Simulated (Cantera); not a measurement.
## Equilibrium for sublimation and decomposition of ceramics: Si3N4 + Si + H2

A closed system holds: 1 mol Si3N4, 0.075 mol Si, 0.57 mol H2, at 2252 °C.

Cantera equilibrium calculation (NASA polynomials, part measured and part estimated; ideal gas, pure solids and liquids). Candidate condensed phases: Si, Si3N4; 18 gas species. The tables' values for SiN are old estimates; treat these amounts as uncertain. Gases not in the tables: Si2H6 and higher silanes. Rates play no part.

```json
[
 {"P (Pa)": "1", "x N2": "0.322", "x Si": "0.495", "x H2": "0.000425", "x H": "0.183", "x Si2": "1.19e-5", "x SiH": "8.21e-6", "x SiN": "8.61e-5", "x Si2N": "6.51e-8", "n Si(l)": "0"},
 {"P (Pa)": "7.20", "x N2": "0.323", "x Si": "0.496", "x H2": "0.00291", "x H": "0.178", "x Si2": "8.58e-5", "x SiH": "5.77e-5", "x SiN": "0.000232", "x Si2N": "1.26e-6", "n Si(l)": "0"},
 {"P (Pa)": "52", "x N2": "0.327", "x Si": "0.501", "x H2": "0.0158", "x H": "0.155", "x Si2": "0.000632", "x SiH": "0.000366", "x SiN": "0.000634", "x Si2N": "2.52e-5", "n Si(l)": "0"},
 {"P (Pa)": "370", "x N2": "0.338", "x Si": "0.507", "x H2": "0.0463", "x H": "0.0992", "x Si2": "0.00462", "x SiH": "0.00169", "x SiN": "0.00174", "x Si2N": "0.000499", "n Si(l)": "0"},
 {"P (Pa)": "2700", "x N2": "0.578", "x Si": "0.212", "x H2": "0.133", "x H": "0.0622", "x Si2": "0.00586", "x SiH": "0.00322", "x SiN": "0.00257", "x Si2N": "0.00224", "n Si(l)": "2.26"},
 {"P (Pa)": "19000", "x N2": "0.741", "x Si": "0.0301", "x H2": "0.196", "x H": "0.0285", "x Si2": "0.000833", "x SiH": "0.00148", "x SiN": "0.00109", "x Si2N": "0.000954", "n Si(l)": "2.98"},
 {"P (Pa)": "140000", "x N2": "0.770", "x Si": "0.00408", "x H2": "0.213", "x H": "0.0109", "x Si2": "0.000113", "x SiH": "0.000568", "x SiN": "0.000411", "x Si2N": "0.000358", "n Si(l)": "3.06"},
 {"P (Pa)": "1000000", "x N2": "0.776", "x Si": "0.000571", "x H2": "0.219", "x H": "0.00415", "x Si2": "1.58e-5", "x SiH": "0.000215", "x SiN": "0.000154", "x Si2N": "0.000135", "n Si(l)": "3.07"}
]
```
x: gas mole fraction; n: condensed amount in mol.

From 0.00750 Torr to 2.78 Torr nothing is condensed. From 20.3 Torr to 7500 Torr the condensed part is Si(l). The main Si-bearing gas is Si throughout.
